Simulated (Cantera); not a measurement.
## Thermodynamics of abatement and gas-phase synthesis, feed N₂O + H₂O + N₂

Input: 1 mol N₂O, 5.4 mol H₂O, 3.3 mol N₂, equilibrated at 1202 °C and 3750 Torr.

Equilibrium computed with Cantera from the NASA thermochemical tables; the gas is ideal and each condensed phase is pure. Candidate condensed phases: H₂O; 24 gas species. Equilibrium is a limit: real reactors are often held back by kinetics, nucleation or transport.

```
Item            Value
----------  ---------
x(H₂O)          0.529
x(N₂)           0.421
x(O₂)          0.0488
x(NO)        0.000381
x(OH)         6.70e-5
x(NO₂)        2.39e-6
x(H₂)         1.44e-6
gas amount  10.20 mol
```
